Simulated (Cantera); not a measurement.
**Low-pressure radical oxidation in H2/O2**

An isothermal, constant-pressure homogeneous reactor starts with 0.291 % H2, 51.1 % O2, 48.6 % N2, at 1400 K and 0.0263 atm.

Detailed kinetics in Cantera: the H2/O2 subset of GRI-Mech 3.0, which has no nitrogen chemistry. Radical loss at walls, strong at low pressure, is not modelled.

```json
[
 {"t (s)": "4.00e-5", "x H2": "0.00291", "x O2": "0.511", "x H": "1.21e-9", "x H2O": "5.86e-11", "x OH": "1.62e-9", "x HO2": "2.79e-9"},
 {"t (s)": "9.37e-5", "x H2": "0.00291", "x O2": "0.511", "x H": "1.56e-9", "x H2O": "4.93e-10", "x OH": "5.33e-9", "x HO2": "6.53e-9"},
 {"t (s)": "0.000220", "x H2": "0.00291", "x O2": "0.511", "x H": "2.20e-9", "x H2O": "3.58e-9", "x OH": "1.58e-8", "x HO2": "1.53e-8"},
 {"t (s)": "0.000514", "x H2": "0.00291", "x O2": "0.511", "x H": "4.41e-9", "x H2O": "2.61e-8", "x OH": "5.19e-8", "x HO2": "3.57e-8"},
 {"t (s)": "0.00120", "x H2": "0.00291", "x O2": "0.511", "x H": "1.82e-8", "x H2O": "2.55e-7", "x OH": "2.76e-7", "x HO2": "8.33e-8"},
 {"t (s)": "0.00282", "x H2": "0.00290", "x O2": "0.511", "x H": "4.04e-7", "x H2O": "7.94e-6", "x OH": "6.50e-6", "x HO2": "2.00e-7"},
 {"t (s)": "0.00661", "x H2": "0.000676", "x O2": "0.509", "x H": "7.62e-5", "x H2O": "0.00182", "x OH": "0.000766", "x HO2": "4.38e-7"},
 {"t (s)": "0.0155", "x H2": "6.61e-6", "x O2": "0.509", "x H": "4.66e-5", "x H2O": "0.00269", "x OH": "0.000387", "x HO2": "2.52e-7"},
 {"t (s)": "0.0363", "x H2": "6.16e-6", "x O2": "0.509", "x H": "4.27e-5", "x H2O": "0.00270", "x OH": "0.000376", "x HO2": "2.45e-7"},
 {"t (s)": "0.0850", "x H2": "5.45e-6", "x O2": "0.509", "x H": "3.53e-5", "x H2O": "0.00272", "x OH": "0.000354", "x HO2": "2.28e-7"},
 {"t (s)": "0.199", "x H2": "4.19e-6", "x O2": "0.509", "x H": "2.35e-5", "x H2O": "0.00275", "x OH": "0.000310", "x HO2": "1.97e-7"},
 {"t (s)": "0.467", "x H2": "2.51e-6", "x O2": "0.510", "x H": "1.08e-5", "x H2O": "0.00279", "x OH": "0.000241", "x HO2": "1.46e-7"},
 {"t (s)": "1.09", "x H2": "1.08e-6", "x O2": "0.510", "x H": "3.01e-6", "x H2O": "0.00284", "x OH": "0.000158", "x HO2": "8.63e-8"},
 {"t (s)": "2.56", "x H2": "3.44e-7", "x O2": "0.510", "x H": "5.34e-7", "x H2O": "0.00287", "x OH": "8.93e-5", "x HO2": "4.00e-8"},
 {"t (s)": "6.00", "x H2": "9.40e-8", "x O2": "0.511", "x H": "7.59e-8", "x H2O": "0.00290", "x OH": "4.67e-5", "x HO2": "1.74e-8"}
]
```
x: mole fraction; the columns are a selection and need not sum to one.

Equilibrium at this temperature and pressure: H2 1.13e-8, O2 0.511, H 3.19e-9, H2O 0.00291, OH 1.63e-5, HO2 1.21e-8 (gas phase only).
